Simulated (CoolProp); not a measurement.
Vapour pressure (bar) of n-perfluorohexane: the reference equation beside estimates from Tc = 448.0 K, pc = 17.42 bar, ω = 0.497.

Values from CoolProp's reference Helmholtz-energy equation of state, Gao 2022.

```
T (K)  reference  Redlich-Kwong  Peng-Robinson
-----  ---------  -------------  -------------
333.2      1.118          2.490          1.121
337.1      1.269          2.724          1.273
340.9      1.432          2.967          1.436
344.7        ___          3.225          1.615
348.5        ___          3.497          1.811
352.3      2.019          3.786          2.025
356.1      2.251          4.091          2.258
359.9      2.503          4.412          2.512
363.7      2.775          4.750          2.787
367.5      3.070          5.106            ___
371.3      3.387          5.479          3.407
375.1      3.730          5.870          3.754
379        4.108          6.292          4.138
382.8      4.503          6.721          4.541
386.6      4.927          7.170          4.973
```

Fill in the missing entries.


- 344.7, reference: 1.611
- 348.5, reference: 1.806
- 367.5, Peng-Robinson: 3.085

Absolute difference from the reference over all 15 rows, mean and median: Redlich-Kwong 79.2 and 76.3 %, Peng-Robinson 0.5 and 0.4 %.
